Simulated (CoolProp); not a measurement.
The numbers come from the reference Helmholtz-energy equation of state, Span 2003 in CoolProp. It is a short technical equation, of lower accuracy than the large ones.

Question: Give the vapour pressure (MPa), liquid density (kg/m³), vapour density (kg/m³), liquid cp (kJ/(kg K)) of saturated n-heptane at 394.3 K.

Answer: 
```json
[
 {"T (K)": "394.3", "p (MPa)": "0.189", "liquid density (kg/m³)": "592", "vapour density (kg/m³)": "6.29", "liquid cp (kJ/(kg K))": "2.67"}
]
```
